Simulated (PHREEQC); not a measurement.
# Acid rinse or clean (model solution)

Make-up at 25 °C: 14 mmol/kgw HCl and 0.033 mmol/kgw CuSO4. Closed to the air; pH follows from the charge balance.

All values are PHREEQC results (ion-association model, phreeqc.dat), not measurements.

```yaml
pH: 1.90
ionic_strength: 0.0141 mol/kgw
specific_conductance: 5490 µS/cm
total_alkalinity: -14.0 meq/kg
```

```
species  molality  activity   log γ
-------  --------  --------  ------
Cl-        0.0140    0.0124  -0.053
H+         0.0140    0.0126  -0.045
Cu+2      3.22e-5   2.05e-5  -0.196
SO4-2     1.77e-5   1.11e-5  -0.203
HSO4-     1.53e-5   1.36e-5  -0.052
CuCl+     7.71e-7   6.83e-7  -0.052
```

This is a speciation only: nothing precipitates in the calculation.
